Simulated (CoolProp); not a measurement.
Oxygen along the isobar 22.6 MPa: density (kg/m³) from the reference equation and from simpler models built on Tc = 154.6 K, pc = 5.046 MPa, ω = 0.022; each cubic takes its own stable root.

The numbers come from the reference Helmholtz-energy equation of state, Schmidt 1985 in CoolProp. Above 300 K oxygen's equation is extrapolated.

```tsv
T (K)	phase	reference
137.6	liquid	974.1
162.7	supercritical	842.8
187.8	supercritical	695.2
212.9	supercritical	552.3
238.1	supercritical	444.2
263.2	supercritical	371.7
288.3	supercritical	321.7
313.4	supercritical	285.2
338.6	supercritical	257.2
363.7	supercritical	235.1
388.8	supercritical	217.0
413.9	supercritical	201.8
439.1	supercritical	188.8
464.2	supercritical	177.6
```

### Question
How far does each simpler model (van der Waals, Redlich-Kwong, Soave-Redlich-Kwong, Peng-Robinson) lie from the reference over these 14 states: mean and median of the absolute difference, and the worst?

### Answer
- van der Waals: mean 7.6 %, median 4.5 %, worst -25.4 % at 137.6 K and 22.6 MPa
- Redlich-Kwong: mean 1.6 %, median 1.4 %, worst -3.8 % at 187.8 K and 22.6 MPa
- Soave-Redlich-Kwong: mean 2.6 %, median 2.3 %, worst -4.9 % at 212.9 K and 22.6 MPa
- Peng-Robinson: mean 3.3 %, median 2.3 %, worst +11.1 % at 137.6 K and 22.6 MPa
